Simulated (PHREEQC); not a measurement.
Dissolve 0.25 mol/kgw Cu(NO3)2, 0.0096 mol/kgw HCl and 0.023 mol/kgw FeCl3 at 25 °C. Closed to the air; pH follows from the charge balance.

Computed with PHREEQC (ion-association model, phreeqc.dat).

```tsv
quantity	before	after
pH	1.98	2.01
ionic strength (mol/kgw)	0.854	1.59
Cl- (mol/kgw)	0.0630	0.0580
Fe+3 (mol/kgw)	0.0124	0.0134
CuCl+ (mol/kgw)	0.00884	0.0143
SI of Goethite (FeOOH)	+3.89	+3.92
SI of Hematite (Fe2O3)	+9.79	+9.86
```

### Question
Name the change that produced these shifts.
A. HCl left out
B. HCl from 0.0096 to 0.048 mol/kgw
C. Cu(NO3)2 from 0.25 to 0.5 mol/kgw
D. diluted 100-fold with water
E. temperature from 25 to 50 °C

### Answer
C, Cu(NO3)2 from 0.25 to 0.5 mol/kgw

No solid was allowed to form. The ionic strength passes 0.7 mol/kgw, the rough limit of the ion-association models, in every such run. Some of these states are supersaturated (in Hematite (slow to form), Goethite (slow to form), for instance).
